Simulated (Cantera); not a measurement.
Feed: 1 mol AlN, a varied amount of H2O, 0.39 mol N2, equilibrated at 1400 K and 9.80 mbar.

Method: chemical equilibrium by Gibbs-energy minimisation in Cantera with the NASA 1993 tables (ideal gas, pure condensed phases). Candidate condensed phases: Al, AlN, Al2O3, H2O; 35 gas species. Mutual solubility and eutectic melting of coexisting phases are not modelled. Rates play no part.

Which condensed phases are stable at each of these points (n(H2O) (mol)): 0.39, 1.3, 2.2, 3.1, 4, 4.9, 5.8, 6.7, 7.6, 8.5, 9.4, 10, 11?


```csv
n(H2O) (mol),condensed phases,Al condensed (%)
0.39,AlN(s) + Al2O3(s),100.0
1.3,AlN(s) + Al2O3(s),100.0
2.2,Al2O3(s),100.0
3.1,Al2O3(s),100.0
4,Al2O3(s),100.0
4.9,Al2O3(s),100.0
5.8,Al2O3(s),100.0
6.7,Al2O3(s),100.0
7.6,Al2O3(s),100.0
8.5,Al2O3(s),100.0
9.4,Al2O3(s),100.0
10,Al2O3(s),100.0
11,Al2O3(s),100.0
```

From 0.39 mol H2O to 1.3 mol H2O the condensed part is AlN(s) + Al2O3(s). From 2.2 mol H2O to 11 mol H2O the condensed part is Al2O3(s).
